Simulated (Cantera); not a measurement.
A Cantera script and what it prints.

```python
import numpy as np
import cantera as ct

gas_names = """
    Cr CrN CrO CrO2 CrO3 H HNO HNO2 HNO3 HO2 H2 H2O H2O2 N NH NH2 NH3 NH2OH NO NO2 NO3 N2 N2H2 N2H4 N2O
    O OH O2 O3
""".split()
cond_names = """
    Cr(cr) Cr(L) CrN(s) Cr2N(s) Cr2O3(s) Cr2O3(L) H2O(s) H2O(L)
""".split()


# ... load() reads the species with a 1 bar reference pressure and builds the phases ...
atoms = {
    'Cr': {'Cr': 1},
    'H2O': {'H': 2, 'O': 1},
    'H2': {'H': 2},
    'N2': {'N': 2},
}
top_T = {'CrN(s)': 1900, 'Cr2N(s)': 1900}  # K; cautious upper limits of use, not melting points


# ... equilibrate(T, P, feed) seeds the gas with the atoms and calls Mixture.equilibrate('TP', solver="vcs", rtol=1e-11, max_steps=5000) ...
results = []
feed = {'Cr': 1, 'H2O': 0.2, 'H2': 3.9, 'N2': 47}  # mol
T = 2648  # K
for P in [0.1, 0.6, 3.6, 22, 130, 770, 4600, 28000, 170000, 1000000]:
    mix = equilibrate(T, P, feed)
    results.append((T, P, feed, dict(zip(mix.species_names, mix.species_moles))))
    x = sorted(zip(gas.X, gas.species_names), reverse=True)
    print(f"T = {T:g} K  P = {P:g} Pa  gas = {mix.phase_moles(0):.4g} mol")
    print("   x: " + "  ".join(f"{s} {v:.3e}" for v, s in x if v > 0.001))
    print("   condensed (mol): " + ("  ".join(f"{mix.phase(i).name} {mix.phase_moles(i):.4g}"
          for i in range(1, mix.n_phases) if mix.phase_moles(i) > 1e-12) or "none"))
```

Result:

```
T = 2648 K  P = 0.1 Pa  gas = 56.43 mol
   x: N2 8.324e-01  H 1.453e-01  Cr 1.772e-02  O 3.536e-03
   condensed (mol): none
T = 2648 K  P = 0.6 Pa  gas = 56.41 mol
   x: N2 8.330e-01  H 1.453e-01  Cr 1.773e-02  O 3.522e-03
   condensed (mol): none
T = 2648 K  P = 3.6 Pa  gas = 56.38 mol
   x: N2 8.335e-01  H 1.447e-01  Cr 1.773e-02  O 3.478e-03
   condensed (mol): none
T = 2648 K  P = 22 Pa  gas = 56.28 mol
   x: N2 8.351e-01  H 1.415e-01  Cr 1.773e-02  O 3.313e-03  H2 2.038e-03
   condensed (mol): none
T = 2648 K  P = 130 Pa  gas = 55.81 mol
   x: N2 8.420e-01  H 1.270e-01  Cr 1.771e-02  H2 9.696e-03  O 2.702e-03
   condensed (mol): none
T = 2648 K  P = 770 Pa  gas = 54.66 mol
   x: N2 8.598e-01  H 9.001e-02  H2 2.885e-02  Cr 1.770e-02  O 1.282e-03
   condensed (mol): none
T = 2648 K  P = 4600 Pa  gas = 53.43 mol
   x: N2 8.796e-01  H2 5.021e-02  H 4.859e-02  Cr 1.789e-02  H2O 1.993e-03
   condensed (mol): none
T = 2648 K  P = 28000 Pa  gas = 52.7 mol
   x: N2 8.919e-01  H2 6.398e-02  H 2.223e-02  Cr 1.812e-02  H2O 2.599e-03
   condensed (mol): none
T = 2648 K  P = 170000 Pa  gas = 52.35 mol
   x: N2 8.978e-01  H2 7.069e-02  Cr 1.825e-02  H 9.483e-03  H2O 2.835e-03
   condensed (mol): none
T = 2648 K  P = 1e+06 Pa  gas = 52.21 mol
   x: N2 9.003e-01  H2 7.359e-02  Cr 1.831e-02  H 3.990e-03  H2O 2.926e-03
   condensed (mol): none
```

Cantera equilibrium calculation (NASA polynomials, part measured and part estimated; ideal gas, pure solids and liquids).
